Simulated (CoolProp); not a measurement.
R134a at 352.8 K and 0.851 MPa flows at 0.17 m/s in a round tube of 20 mm bore and 15 µm roughness, fully developed (64/Re and Nu = 3.66 if laminar; Colebrook and Gnielinski if turbulent). Each further row changes one setting.

Computed with CoolProp (reference Helmholtz-energy equation of state, Tillner-Roth 1994).

| case | Reynolds number | Darcy friction factor | pressure drop (Pa/m) | heat-transfer coefficient (W/(m² K)) | mass flow (kg/h) |
|---|---|---|---|---|---|
| as stated | (withheld) | (withheld) | 0.803 | (withheld) | 6.32 |
| velocity 0.34 m/s | 15900 | 0.0288 | 2.73 | (withheld) | (withheld) |
| diameter 40 mm | 15900 | (withheld) | (withheld) | 21.0 | 25.3 |

Complete the blanks.


- as stated, Reynolds number: 7970
- as stated, Darcy friction factor: 0.0338
- as stated, heat-transfer coefficient (W/(m² K)): 23.9
- velocity 0.34 m/s, heat-transfer coefficient (W/(m² K)): 43.2
- velocity 0.34 m/s, mass flow (kg/h): 12.6
- diameter 40 mm, Darcy friction factor: 0.0281
- diameter 40 mm, pressure drop (Pa/m): 0.333

Viscosity comes from a separate model (Huber 2003), an estimate that may be off by 10 % or more. Thermal conductivity comes from a separate model (McLinden 2000), an estimate that may be off by 10 % or more.
